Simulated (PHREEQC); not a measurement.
## Copper plating or etch bath: an equilibrium model

Consider water at 25 °C with 3.8 mmol/kgw Cu(NO3)2, 0.71 mmol/kgw HBF4 and 87 mmol/kgw NaCl. Closed to the air; pH follows from the charge balance.

All values are PHREEQC results (ion-association model, wateq4f.dat), not measurements.

Each row changes one thing in this solution. No solid was allowed to form.

| case | pH | Cu+2 (mol/kgw) | HF (mol/kgw) | F- (mol/kgw) | CuCl+ (mol/kgw) | BF4- (mol/kgw) | SI of Halite (NaCl) | SI of CuF2:2H2O (CuF2:2H2O) |
|---|---|---|---|---|---|---|---|---|
| as made | 2.98 | 0.00344 | 0.00126 | 0.00108 | 0.000321 | 7.92e-5 | -3.93 | -4.48 |
| NaCl from 0.087 to 0.0087 mol/kgw | 2.98 | 0.00371 | 0.00134 | 0.000998 | 5.07e-5 | 8.15e-5 | -5.83 | (withheld) |
| Cu(NO3)2 from 0.0038 to 0.00342 mol/kgw | 2.98 | 0.00310 | 0.00126 | 0.00108 | 0.000289 | (withheld) | -3.93 | -4.53 |
| 0.0069 mol/kgw HBr added | 2.22 | 0.00347 | 0.00203 | 0.000303 | 0.000317 | 9.63e-5 | -3.93 | -5.59 |
| Cu(NO3)2 from 0.0038 to 0.019 mol/kgw | 2.97 | 0.0174 | 0.00121 | 0.00106 | 0.00144 | 7.42e-5 | -3.96 | -3.87 |

**Question.** Complete the blanks.

**Answer.** 
- NaCl from 0.087 to 0.0087 mol/kgw, SI of CuF2:2H2O (CuF2:2H2O): -4.24
- Cu(NO3)2 from 0.0038 to 0.00342 mol/kgw, BF4- (mol/kgw): 7.94e-5

Complexes and solids missing from the database can't appear. Real BF4- forms and hydrolyses slowly; the run takes it at equilibrium.
